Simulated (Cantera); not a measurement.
Input: 1 mol Fe₃O₄, 6.2 mol CO, 1.4 mol N₂, 0.71 mol CH₄, equilibrated at 1323.15 K and 100 Torr.

These are equilibrium values from Cantera (NASA tables, ideal gas, pure condensed phases), not measurements of a reactor. Candidate condensed phases: C, C₆H₆, C₇H₈, C₈H₁₈, Fe, Fe(CO)₅, FeO, Fe(OH)₂, Fe(OH)₃, Fe₂O₃, Fe₃O₄, H₂O; 140 gas species. Mutual solubility and eutectic melting of coexisting phases are not modelled. The tables' stoichiometric FeO is somewhat more stable than real wüstite, so its field is too wide. FeO: taken at fixed stoichiometry. Kinetics and transport are ignored.

Q: What is the equilibrium state?

A: 
```
Item                                        Value
--------------------------------------  ---------
x(CO)                                       0.600
x(N₂)                                       0.144
x(CO₂)                                      0.110
x(H₂)                                       0.109
x(H₂O)                                     0.0370
x(H)                                      1.44e-6
n(Fe(γ))                                 1.14 mol
n(FeO(s))                                1.86 mol
gas amount                              9.730 mol
log10 activity of C(graphite) (absent)      -2.76
log10 activity of Fe(OH)₂(s) (absent)       -7.69
log10 activity of Fe(OH)₃(s) (absent)      -13.93
```
